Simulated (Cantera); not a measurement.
A Cantera script and what it prints.

```python
import numpy as np
import cantera as ct

gas_names = """
    CL CL2 H HCL H2 N NH NH2 NH3 N2 N2H2 N2H4 Si SiCL SiCL2 SiCL3 SiCL4 SiH SiHCL3 SiH2 SiH2CL2 SiH3
    SiH3CL SiH4 SiN Si2 Si2N Si3
""".split()
cond_names = """
    NH4CL(a) NH4CL(b) Si(cr) Si(L) Si3N4(a)
""".split()


# ... load() reads the species with a 1 bar reference pressure and builds the phases ...
atoms = {
    'SiHCl3': {'Si': 1, 'H': 1, 'CL': 3},
    'NH3': {'N': 1, 'H': 3},
    'H2': {'H': 2},
}
top_T = {'Si3N4(a)': 2400}  # K; cautious upper limits of use, not melting points


# ... equilibrate(T, P, feed) seeds the gas with the atoms and calls Mixture.equilibrate('TP', solver="vcs", rtol=1e-11, max_steps=5000) ...
results = []
T = 1748.15  # K
P = 47  # Pa
for m in [2.9, 4.5, 6.8, 10, 16, 25, 38, 58]:
    feed = {'SiHCl3': 1, 'NH3': 1.4, 'H2': m}  # mol
    mix = equilibrate(T, P, feed)
    results.append((T, P, feed, dict(zip(mix.species_names, mix.species_moles))))
    x = sorted(zip(gas.X, gas.species_names), reverse=True)
    print(f"T = {T:g} K  P = {P:g} Pa  n(H2) = {m:g} mol  gas = {mix.phase_moles(0):.4g} mol")
    print("   x: " + "  ".join(f"{s} {v:.3e}" for v, s in x if v > 1e-06))
    print("   condensed (mol): " + ("  ".join(f"{mix.phase(i).name} {mix.phase_moles(i):.4g}"
          for i in range(1, mix.n_phases) if mix.phase_moles(i) > 1e-12) or "none"))
```

It prints:

```
T = 1748.15 K  P = 47 Pa  n(H2) = 2.9 mol  gas = 7.768 mol
   x: H2 6.295e-01  HCL 1.486e-01  SiCL2 1.168e-01  N2 9.010e-02  H 8.373e-03  Si 3.104e-03  CL 1.525e-03  SiCL 1.497e-03  SiCL3 3.029e-04  SiH 7.103e-05  Si2N 1.786e-05  Si2 1.596e-05  SiH2 1.293e-05  SiN 1.047e-05  Si3 3.910e-06  SiCL4 1.400e-06  SiHCL3 1.306e-06
   condensed (mol): Si(L) 0.05295
T = 1748.15 K  P = 47 Pa  n(H2) = 4.5 mol  gas = 9.382 mol
   x: H2 6.843e-01  HCL 1.361e-01  SiCL2 9.019e-02  N2 7.460e-02  H 8.730e-03  Si 3.104e-03  CL 1.340e-03  SiCL 1.315e-03  SiCL3 2.054e-04  SiH 7.406e-05  Si2N 1.625e-05  Si2 1.596e-05  SiH2 1.406e-05  SiN 9.530e-06  Si3 3.910e-06
   condensed (mol): Si(L) 0.1088
T = 1748.15 K  P = 47 Pa  n(H2) = 6.8 mol  gas = 11.7 mol
   x: H2 7.381e-01  HCL 1.212e-01  SiCL2 6.626e-02  N2 5.980e-02  H 9.066e-03  Si 3.104e-03  CL 1.148e-03  SiCL 1.128e-03  SiCL3 1.294e-04  SiH 7.691e-05  Si2 1.596e-05  SiH2 1.516e-05  Si2N 1.455e-05  SiN 8.533e-06  Si3 3.910e-06
   condensed (mol): Si(L) 0.1715
T = 1748.15 K  P = 47 Pa  n(H2) = 10 mol  gas = 14.93 mol
   x: H2 7.866e-01  HCL 1.051e-01  N2 4.687e-02  SiCL2 4.682e-02  H 9.359e-03  Si 3.104e-03  CL 9.652e-04  SiCL 9.478e-04  SiH 7.940e-05  SiCL3 7.683e-05  SiH2 1.616e-05  Si2 1.596e-05  Si2N 1.288e-05  SiN 7.554e-06  Si3 3.910e-06
   condensed (mol): Si(L) 0.2367
T = 1748.15 K  P = 47 Pa  n(H2) = 16 mol  gas = 20.98 mol
   x: H2 8.392e-01  HCL 8.458e-02  N2 3.335e-02  SiCL2 2.840e-02  H 9.668e-03  Si 3.104e-03  CL 7.517e-04  SiCL 7.381e-04  SiH 8.201e-05  SiCL3 3.629e-05  SiH2 1.724e-05  Si2 1.596e-05  Si2N 1.087e-05  SiN 6.372e-06  Si3 3.910e-06
   condensed (mol): Si(L) 0.3192
T = 1748.15 K  P = 47 Pa  n(H2) = 25 mol  gas = 30.06 mol
   x: H2 8.802e-01  HCL 6.582e-02  N2 2.328e-02  SiCL2 1.640e-02  H 9.901e-03  Si 3.104e-03  CL 5.712e-04  SiCL 5.609e-04  SiH 8.399e-05  SiH2 1.809e-05  Si2 1.596e-05  SiCL3 1.592e-05  Si2N 9.078e-06  SiN 5.324e-06  Si3 3.910e-06
   condensed (mol): Si(L) 0.3913
T = 1748.15 K  P = 47 Pa  n(H2) = 38 mol  gas = 43.17 mol
   x: H2 9.102e-01  HCL 5.018e-02  N2 1.621e-02  H 1.007e-02  SiCL2 9.217e-03  Si 3.104e-03  CL 4.283e-04  SiCL 4.205e-04  SiH 8.541e-05  SiH2 1.870e-05  Si2 1.596e-05  Si2N 7.575e-06  SiCL3 6.711e-06  SiN 4.442e-06  Si3 3.910e-06
   condensed (mol): Si(L) 0.4424
T = 1748.15 K  P = 47 Pa  n(H2) = 58 mol  gas = 63.34 mol
   x: H2 9.330e-01  HCL 3.697e-02  N2 1.105e-02  H 1.019e-02  SiCL2 4.881e-03  Si 3.104e-03  CL 3.117e-04  SiCL 3.060e-04  SiH 8.648e-05  SiH2 1.917e-05  Si2 1.596e-05  Si2N 6.253e-06  Si3 3.910e-06  SiN 3.667e-06  SiCL3 2.586e-06
   condensed (mol): Si(L) 0.4642
```

Equilibrium computed with Cantera from the NASA thermochemical tables; the gas is ideal and each condensed phase is pure. The tables' values for SiCl, SiCl3, SiN are old estimates; treat these amounts as uncertain. Gases not in the tables: Si2H6 and higher silanes.
